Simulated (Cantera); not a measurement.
What does this Cantera script print?

```python
import numpy as np
import cantera as ct

surf = ct.Interface("diamond.yaml", "diamond_100")
gas, bulk = surf.adjacent["gas"], surf.adjacent["diamond"]
k = surf.kinetics_species_index(bulk.species_names[0])
cover = ["c6HH", "c6H*", "c6*H", "c6**", "c6HM", "c6B"]

rows, drift = [], 0.0
print(f"{'P':>10s}{'um/h':>11s}" + "".join(f"{s:>11s}" for s in cover))
for v in [880, 1300, 2000, 3100, 4600, 7000, 11000, 16000]:
    T, P, xH, xCH3 = 1048, v, 0.034, 0.00013
    gas.TPX = T, P, {"H": xH, "CH3": xCH3, "CH4": 0.017, "H2": 1 - xH - xCH3 - 0.017}
    surf.TP = bulk.TP = T, P
    surf.coverages = "c6H*:0.1, c6HH:0.9"
    surf.advance_coverages(100.0)
    before = surf.coverages
    surf.advance_coverages(100.0)
    drift = max(drift, np.max(np.abs(surf.coverages - before) / (surf.coverages + 1e-9)))
    rate = surf.net_production_rates[k] * bulk.mean_molecular_weight / bulk.density * 3.6e9
    rows.append([rate, *surf[cover].coverages])
    print(f"{v:10.4g}{rate:11.4e}" + "".join(f"{x:11.3e}" for x in rows[-1][1:]))
```

Output:

```
         P       um/h       c6HH       c6H*       c6*H       c6**       c6HM        c6B
       880 6.8178e-01  5.528e-01  2.277e-02  4.086e-01  1.354e-02  1.567e-03  1.850e-09
      1300 1.0365e+00  5.528e-01  2.280e-02  4.086e-01  1.355e-02  1.614e-03  2.813e-09
      2000 1.6298e+00  5.527e-01  2.285e-02  4.085e-01  1.355e-02  1.650e-03  4.423e-09
      3100 2.5642e+00  5.527e-01  2.293e-02  4.084e-01  1.357e-02  1.676e-03  6.958e-09
      4600 3.8406e+00  5.527e-01  2.304e-02  4.083e-01  1.359e-02  1.692e-03  1.042e-08
      7000 5.8869e+00  5.527e-01  2.321e-02  4.081e-01  1.361e-02  1.704e-03  1.597e-08
   1.1e+04 9.3080e+00  5.526e-01  2.350e-02  4.077e-01  1.366e-02  1.715e-03  2.526e-08
   1.6e+04 1.3603e+01  5.526e-01  2.386e-02  4.073e-01  1.372e-02  1.722e-03  3.691e-08
```

Computed with Cantera and the Harris–Goodwin 1993 mechanism for the reconstructed diamond (100) surface.
